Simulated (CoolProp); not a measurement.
Vapour-liquid equilibrium of CH2F2 (R32) (1) + dimethyl ether (2) at 289 kPa; x and y are mole fractions of (1).

Computed with CoolProp (multi-fluid Helmholtz-energy mixture model, Tillner-Roth 1997 and Wu 2011; pair parameters Bell 2016).

```json
[
 {"x": "0.05", "bubble temperature, mixture model (K)": "…", "bubble temperature, Raoult's law (K)": "272.7", "y, mixture model": "…", "y, Raoult's law": "0.138"},
 {"x": "0.15", "bubble temperature, mixture model (K)": "…", "bubble temperature, Raoult's law (K)": "267.7", "y, mixture model": "…", "y, Raoult's law": "0.354"},
 {"x": "0.25", "bubble temperature, mixture model (K)": "264.2", "bubble temperature, Raoult's law (K)": "263.6", "y, mixture model": "0.489", "y, Raoult's law": "0.512"},
 {"x": "0.35", "bubble temperature, mixture model (K)": "260.4", "bubble temperature, Raoult's law (K)": "260.0", "y, mixture model": "0.616", "y, Raoult's law": "0.632"},
 {"x": "0.45", "bubble temperature, mixture model (K)": "257.0", "bubble temperature, Raoult's law (K)": "256.9", "y, mixture model": "…", "y, Raoult's law": "0.725"},
 {"x": "0.55", "bubble temperature, mixture model (K)": "254.0", "bubble temperature, Raoult's law (K)": "254.1", "y, mixture model": "0.791", "y, Raoult's law": "0.799"},
 {"x": "0.65", "bubble temperature, mixture model (K)": "…", "bubble temperature, Raoult's law (K)": "251.6", "y, mixture model": "0.852", "y, Raoult's law": "0.859"},
 {"x": "0.75", "bubble temperature, mixture model (K)": "249.2", "bubble temperature, Raoult's law (K)": "249.3", "y, mixture model": "0.901", "y, Raoult's law": "0.909"},
 {"x": "0.85", "bubble temperature, mixture model (K)": "247.2", "bubble temperature, Raoult's law (K)": "247.3", "y, mixture model": "…", "y, Raoult's law": "0.950"},
 {"x": "0.95", "bubble temperature, mixture model (K)": "245.4", "bubble temperature, Raoult's law (K)": "245.4", "y, mixture model": "0.982", "y, Raoult's law": "0.985"}
]
```

### Question
Fill in the missing entries.

### Answer

- 0.05, bubble temperature, mixture model (K): 273.1
- 0.05, y, mixture model: 0.119
- 0.15, bubble temperature, mixture model (K): 268.5
- 0.15, y, mixture model: 0.325
- 0.45, y, mixture model: 0.714
- 0.65, bubble temperature, mixture model (K): 251.4
- 0.85, y, mixture model: 0.943

The largest gap from Raoult's law is +0.8 K in bubble temperature, at x = 0.15. No azeotrope shows between x = 0.05 and 0.95.

Pair parameters are fitted to limited data, so mixtures are less certain than the pure fluids. The gap from Raoult's law changes sign with composition, which may be real or a fault of the pair parameters; it wasn't checked against measurements.
